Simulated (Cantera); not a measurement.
Premixed flame

A freely propagating, adiabatic, planar premixed flame of CH4 : C2H6 : O2 : N2 = 1 : 0.44 : 3.54 : 13.8 (molar parts), unburnt at 398 K and 6.50 bar; mixture-averaged transport, grid criteria slope 0.08 and curve 0.16, no radiation.

Model: GRI-Mech 3.0 (53 species, 325 reactions), integrated in Cantera. Burning velocities carry a grid error of a few per cent, more on coarse grids.

| z (mm) | T (K) | u (m/s) | x CH4 | x C2H6 | x O2 | x H2O | x H | x C2H2 |
|---|---|---|---|---|---|---|---|---|
| -0.300 | 398 | 0.323 | 0.0532 | 0.0234 | 0.188 | 6.88e-5 | <1e-8 | 1.99e-8 |
| -0.200 | 402 | 0.326 | 0.0530 | 0.0234 | 0.188 | 0.000641 | <1e-8 | 3.02e-7 |
| -0.150 | 417 | 0.338 | 0.0524 | 0.0233 | 0.187 | 0.00276 | <1e-8 | 1.88e-6 |
| -0.1000 | 508 | 0.415 | 0.0491 | 0.0225 | 0.179 | 0.0144 | <1e-8 | 1.68e-5 |
| -0.0500 | 974 | 0.810 | 0.0336 | 0.0152 | 0.137 | 0.0638 | 2.61e-6 | 0.000153 |
| -0.0250 | 1416 | 1.19 | 0.0185 | 0.00565 | 0.0922 | 0.106 | 0.000106 | 0.000350 |
| 0 | 1832 | 1.55 | 0.00394 | 0.000184 | 0.0457 | 0.143 | 0.00114 | 0.000458 |
| 0.0250 | 2011 | 1.69 | 0.000161 | 1.17e-7 | 0.0230 | 0.156 | 0.00224 | 3.67e-5 |
| 0.0500 | 2084 | 1.74 | 3.37e-6 | <1e-8 | 0.0161 | 0.159 | 0.00214 | 6.40e-7 |
| 0.1000 | 2162 | 1.80 | <1e-8 | <1e-8 | 0.0115 | 0.162 | 0.00144 | <1e-8 |
| 0.200 | 2227 | 1.84 | <1e-8 | <1e-8 | 0.00821 | 0.166 | 0.000769 | <1e-8 |
| 0.400 | 2271 | 1.88 | <1e-8 | <1e-8 | 0.00591 | 0.169 | 0.000406 | <1e-8 |
| 0.800 | 2295 | 1.89 | <1e-8 | <1e-8 | 0.00457 | 0.171 | 0.000253 | <1e-8 |
x: mole fraction of selected species; z is measured from the peak of heat release.

```
Item                         Result
------------------------  ---------
laminar burning velocity  32.2 cm/s
thermal thickness         0.1000 mm
peak x(H)                   0.00229
peak x(C2H2)               0.000515
grid points                     142
```
